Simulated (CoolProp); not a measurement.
A single-stage vapour-compression cycle with ethane: evaporating at 201.15 K (dew point), condensing at 258.15 K (bubble point), superheat 0 K, subcooling 5 K, compressor efficiency 0.65, no pressure losses. Each further row changes one setting.

Model: reference Helmholtz-energy equation of state, Bücker 2006, in CoolProp.

```
case                              cooling COP  pressure ratio  discharge temperature (K)  refrigerating effect (kJ/kg)  volumetric capacity (kJ/m³)
--------------------------------  -----------  --------------  -------------------------  ----------------------------  ---------------------------
as stated                                1.75            7.12                      326.7                           324                         1420
evaporating temperature 206.15 K         2.01            5.73                          ?                           329                            ?
condensing temperature 253.15 K             ?            6.21                          ?                           339                         1480
subcooling 10 K                          1.83            7.12                      326.7                           339                         1480
superheat 10 K                           1.73            7.12                      339.4                           339                         1400
compressor efficiency 0.55               1.48            7.12                      343.0                           324                         1420
```

Problem. Fill in the missing entries.

Solution. 
- evaporating temperature 206.15 K, discharge temperature (K): 318.4
- evaporating temperature 206.15 K, volumetric capacity (kJ/m³): 1760
- condensing temperature 253.15 K, cooling COP: 1.98
- condensing temperature 253.15 K, discharge temperature (K): 317.5
